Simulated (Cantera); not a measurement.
A perfectly stirred reactor is fed with H₂ : O₂ : N₂ = 0.33 : 0.21 : 4.6 (molar parts), equivalence ratio 0.79, at 0.840 bar; it is held at 1025 K, and followed from long to short residence time.

Detailed kinetics in Cantera: the H2/O2 subset of GRI-Mech 3.0, which has no nitrogen chemistry. The temperature is held fixed by assumption; the heat of reaction is taken as removed at once.

x: mole fraction; the columns are a selection and need not sum to one.

| τ (s) | x H₂ | x O₂ | x OH | x H₂O | x H |
|---|---|---|---|---|---|
| 0.80 | 0.000658 | 0.00936 | 1.04e-5 | 0.0656 | 5.43e-6 |
| 0.45 | 0.000844 | 0.00945 | 1.42e-5 | 0.0654 | 9.51e-6 |
| 0.26 | 0.00108 | 0.00957 | 1.91e-5 | 0.0652 | 1.62e-5 |
| 0.15 | 0.00140 | 0.00972 | 2.53e-5 | 0.0649 | 2.74e-5 |
| 0.083 | 0.00185 | 0.00995 | 3.40e-5 | 0.0644 | 4.81e-5 |
| 0.047 | 0.00244 | 0.0102 | 4.47e-5 | 0.0637 | 8.17e-5 |
| 0.027 | … | 0.0106 | … | 0.0629 | … |
| 0.015 | … | 0.0112 | … | 0.0617 | … |
| 0.0086 | 0.00563 | 0.0118 | 9.63e-5 | 0.0603 | 0.000365 |

Some entries are withheld; supply them.


- 0.027, x H₂: 0.00320
- 0.027, x OH: 5.79e-5
- 0.027, x H: 0.000135
- 0.015, x H₂: 0.00427
- 0.015, x OH: 7.55e-5
- 0.015, x H: 0.000227
